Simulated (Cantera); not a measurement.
A perfectly stirred reactor is fed with CH₄ : H₂ = 1 : 2.4 (molar parts), at 0.987 atm; it is held at 1873 K, and followed from long to short residence time.

Model: GRI-Mech 3.0 (53 species, 325 reactions), integrated in Cantera. GRI-Mech 3.0 stops at C3 and has no aromatics, soot or wall deposition, so with more carbon than oxygen in the feed, carbon stays in small species such as C2H2 where larger ones or solid carbon would form.

| quantity | before | after |
|---|---|---|
| x(CH₄) at τ = 2.20 s | 0.0113 | 0.294 |
| x(H₂) at τ = 2.20 s | 0.879 | 0.706 |
| x(C₂H₂) at τ = 2.20 s | 0.108 | 1.50e-9 |
| x(CH₂) at τ = 2.20 s | 1.27e-7 | <1e-12 |
| x(H) at τ = 2.20 s | 0.000607 | 1.36e-8 |
| x(CH₄) at τ = 12.0 ms | 0.0816 | 0.294 |
| x(H₂) at τ = 12.0 ms | 0.835 | 0.706 |
| x(C₂H₂) at τ = 12.0 ms | 0.0803 | <1e-12 |
| x(CH₂) at τ = 12.0 ms | 6.87e-7 | <1e-12 |
| x(H) at τ = 12.0 ms | 0.000541 | 3.73e-9 |

Task: Which change was made?
(A) temperature 1873 to 1100 K
(B) temperature 1873 to 1825 K
(C) CH4 1 to 3.2 parts
(D) pressure from 0.987 atm to 0.0132 atm

Result: A, temperature 1873 to 1100 K
